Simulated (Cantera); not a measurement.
An isothermal, constant-pressure homogeneous reactor starts with H₂ : O₂ : N₂ : H₂O = 0.017 : 1 : 0.73 : 0.0034 (molar parts), equivalence ratio 0.0085, at 1225 K and 1330 Pa.

Model: the H2/O2 subset of GRI-Mech 3.0, which has no nitrogen chemistry, integrated in Cantera. Radical loss at walls, strong at low pressure, is not modelled.

One state of this run: x H₂ = 2.62e-7; x O₂ = 0.569; x OH = 5.14e-5; x H₂O = 0.0117; x O = 2.50e-5; x H = 1.24e-7; x H₂O₂ = 1.57e-9. x: mole fraction; the columns are a selection and need not sum to one.

Which value of t (s) does it belong to?
A. 6.38
B. 0.0529
C. 4.00e-5
D. 0.000439

A, 6.38
